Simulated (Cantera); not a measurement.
A closed system holds: 1 mol HMDSO, 7.8 mol NO, at 25.0 Pa.

These are equilibrium values from Cantera (NASA tables, ideal gas, pure condensed phases), not measurements of a reactor. Candidate condensed phases: C, C6H6, C7H8, C8H18, H2O, Si, SiC, SiO2, Si2N2O, Si3N4; 151 gas species. The feed counts by its element totals alone. Mutual solubility and eutectic melting of coexisting phases are not modelled. The tables hold silica as quartz up to 1696 K and as liquid above; real silica turns to tridymite and cristobalite and melts near 1996 K. The numbers say what is thermodynamically allowed, not how fast it happens.

**Question.** Which condensed phases are stable at each of these points (T (K)): 1348, 1398, 1448, 1498, 1548, 1598, 1648, 1698, 1748, 1798, 1848?

**Answer.** 
| T (K) | condensed phases | Si condensed (%) |
|---|---|---|
| 1348 | SiO2(β-quartz) + Si2N2O(s) | 97.6 |
| 1398 | SiO2(β-quartz) + Si2N2O(s) | 87.8 |
| 1448 | SiO2(β-quartz) + Si2N2O(s) | 42.3 |
| 1498 | SiO2(β-quartz) | 39.9 |
| 1548 | SiO2(β-quartz) | 39.8 |
| 1598 | SiO2(β-quartz) | 39.1 |
| 1648 | SiO2(β-quartz) | 37.1 |
| 1698 | SiO2(condensed) | 31.7 |
| 1748 | SiO2(condensed) | 19.8 |
| 1798 | gas only | 0.0 |
| 1848 | gas only | 0.0 |

From 1348 K to 1448 K the condensed part is SiO2(β-quartz) + Si2N2O(s). From 1498 K to 1648 K the condensed part is SiO2(β-quartz). From 1698 K to 1748 K the condensed part is SiO2(condensed). From 1798 K to 1848 K nothing is condensed.
